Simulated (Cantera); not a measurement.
Feed: 1 mol Si, 1.1 mol Cl₂, 0.25 mol N₂.

These are equilibrium values from Cantera (NASA tables, ideal gas, pure condensed phases), not measurements of a reactor. Candidate condensed phases: Si, Si₃N₄; 13 gas species. N₂ is the only nitrogen source here; it is nearly inert below about 1500 K, so the nitride shown seldom forms there in practice. Mutual solubility and eutectic melting of coexisting phases are not modelled. The tables' values for SiCl₃ are old estimates. The numbers say what is thermodynamically allowed, not how fast it happens.

What condenses at these points (T in K, P in Pa): (1200, 5.2); (1500, 1); (450, 27); (750, 5.2); (750, 5.2); (1650, 27)?


| T (K) | P in Pa | condensed phases | Si condensed (%) |
|---|---|---|---|
| 1200 | 5.2 | Si₃N₄ | 29.6 |
| 1500 | 1 | gas only | 0.0 |
| 450 | 27 | Si + Si₃N₄ | 45.0 |
| 750 | 5.2 | Si + Si₃N₄ | 45.0 |
| 750 | 5.2 | Si + Si₃N₄ | 45.0 |
| 1650 | 27 | gas only | 0.0 |
